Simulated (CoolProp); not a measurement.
Values from CoolProp's reference Helmholtz-energy equation of state, Lemmon 2006. It is a short technical equation, of lower accuracy than the large ones.

Q: Give the vapour pressure (MPa), vapour density (kg/m³), surface tension (mN/m) of saturated isohexane at 277.4 K.

A: 
| T (K) | p (MPa) | vapour density (kg/m³) | surface tension (mN/m) |
|---|---|---|---|
| 277.4 | 0.0111 | 0.418 | 19.0 |

Surface tension comes from a separate correlation (Mulero 2012).
